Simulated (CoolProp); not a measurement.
Saturation properties of R236FA.

The numbers come from the reference Helmholtz-energy equation of state, Pan 2012 in CoolProp.

```csv
T (K),p (kPa),surface tension (mN/m),liquid viscosity (µPa s)
248.2,34.06,15.9,574
252.4,42.16,15.4,537
256.7,52.00,14.8,502
260.9,63.30,14.2,472
265.1,76.48,13.7,444
269.3,91.74,13.2,418
273.5,109.3,12.6,394
277.8,129.9,12.1,372
282,152.9,11.6,352
286.2,178.9,11.0,333
290.4,208.2,10.5,315
294.7,242.0,10.0,299
298.9,278.8,9.50,283
303.1,319.8,9.00,269
```

It boils at 271.7 K under 1 atm.

Viscosity comes from a separate model (Huber 2003), an estimate that may be off by 10 % or more. Surface tension comes from a separate correlation (Mulero 2012).
